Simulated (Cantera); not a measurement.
Input (Python, Cantera):

```python
import numpy as np
import cantera as ct

gas = ct.Solution("gri30.yaml")
gas.TPX = 450, 500000, {'CH4': 1, 'CO': 0.054, 'O2': 3.32, 'N2': 12.5}
inlet = ct.Reservoir(gas, clone=True)
gas.equilibrate("HP")  # start burning
reactor = ct.IdealGasConstPressureReactor(gas, energy="on", clone=False)
exhaust = ct.Reservoir(gas, clone=True)
tau = [0.044, 0.023, 0.012, 0.0066, 0.0035, 0.0018, 0.00098, 0.00052, 0.00028, 0.00015, 7.8e-05][0]
for a, b in ((inlet, reactor), (reactor, exhaust)):
    ct.MassFlowController(a, b, mdot=lambda t: reactor.mass / tau)
net = ct.ReactorNet([reactor])
show = ['CH4', 'CO', 'O2', 'C2H2', 'CO2', 'H2O2', 'OH']

rows = []
print(f"{'tau/s':>10s}{'T/K':>9s}" + "".join(f"{s:>11s}" for s in show))
for tau in [0.044, 0.023, 0.012, 0.0066, 0.0035, 0.0018, 0.00098, 0.00052, 0.00028, 0.00015, 7.8e-05]:
    net.initial_time = 0.0
    net.advance(30 * tau)
    before = gas.X
    net.advance(40 * tau)
    drift = np.max(np.abs(gas.X - before) / (gas.X + 1e-9))
    rows.append([gas.T, *gas[show].X, drift])
    print(f"{tau:10.3e}{gas.T:9.1f}" + "".join(f"{x:11.3e}" for x in gas[show].X))
```

Result:

```
     tau/s      T/K        CH4         CO         O2       C2H2        CO2       H2O2         OH
 4.400e-02   1804.8  1.080e-05  1.991e-04  7.669e-02  3.628e-09  6.233e-02  1.198e-07  6.040e-04
 2.300e-02   1803.2  1.722e-05  3.142e-04  7.674e-02  7.128e-09  6.220e-02  1.508e-07  7.010e-04
 1.200e-02   1800.8  2.704e-05  4.965e-04  7.681e-02  1.280e-08  6.200e-02  1.947e-07  8.254e-04
 6.600e-03   1797.5  4.064e-05  7.560e-04  7.693e-02  2.057e-08  6.171e-02  2.490e-07  9.646e-04
 3.500e-03   1792.4  6.259e-05  1.182e-03  7.714e-02  3.237e-08  6.123e-02  3.246e-07  1.138e-03
 1.800e-03   1784.2  9.905e-05  1.891e-03  7.750e-02  5.012e-08  6.044e-02  4.286e-07  1.342e-03
 9.800e-04   1772.9  1.529e-04  2.920e-03  7.807e-02  7.371e-08  5.930e-02  5.522e-07  1.537e-03
 5.200e-04   1754.7  2.483e-04  4.638e-03  7.908e-02  1.125e-07  5.738e-02  7.205e-07  1.718e-03
 2.800e-04   1725.7  4.276e-04  7.484e-03  8.087e-02  1.880e-07  5.420e-02  9.471e-07  1.797e-03
 1.500e-04   1658.8  1.016e-03  1.411e-02  8.570e-02  5.597e-07  4.661e-02  1.407e-06  1.420e-03
 7.800e-05    450.0  5.926e-02  3.200e-03  1.968e-01 -5.760e-20 -4.265e-16 -4.492e-19  7.582e-25
```

Cantera simulation using GRI-Mech 3.0 (53 species, 325 reactions); the numbers are that mechanism's predictions, not measurements.
